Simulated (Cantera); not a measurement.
Charge: 1 mol PbO, 0.034 mol O₂, 0.14 mol N₂, held at 1.00 Torr.

Method: chemical equilibrium by Gibbs-energy minimisation in Cantera with the NASA 1993 tables (ideal gas, pure condensed phases). Candidate condensed phases: Pb, PbO, PbO₂, Pb₃O₄; 12 gas species. Gases not in the tables: (PbO)n polymers. Kinetics and transport are ignored.

Which condensed phases are stable at each of these points (T (°C)): 950, 1000, 1050, 1100, 1150, 1200, 1250, 1300, 1350, 1400?


```json
[
 {"T (°C)": "950", "condensed phases": "PbO(l)", "Pb condensed (%)": "98.4"},
 {"T (°C)": "1000", "condensed phases": "PbO(l)", "Pb condensed (%)": "95.0"},
 {"T (°C)": "1050", "condensed phases": "PbO(l)", "Pb condensed (%)": "77.0"},
 {"T (°C)": "1100", "condensed phases": "gas only", "Pb condensed (%)": "0.0"},
 {"T (°C)": "1150", "condensed phases": "gas only", "Pb condensed (%)": "0.0"},
 {"T (°C)": "1200", "condensed phases": "gas only", "Pb condensed (%)": "0.0"},
 {"T (°C)": "1250", "condensed phases": "gas only", "Pb condensed (%)": "0.0"},
 {"T (°C)": "1300", "condensed phases": "gas only", "Pb condensed (%)": "0.0"},
 {"T (°C)": "1350", "condensed phases": "gas only", "Pb condensed (%)": "0.0"},
 {"T (°C)": "1400", "condensed phases": "gas only", "Pb condensed (%)": "0.0"}
]
```

From 950 °C to 1050 °C the condensed part is PbO(l). From 1100 °C to 1400 °C nothing is condensed.
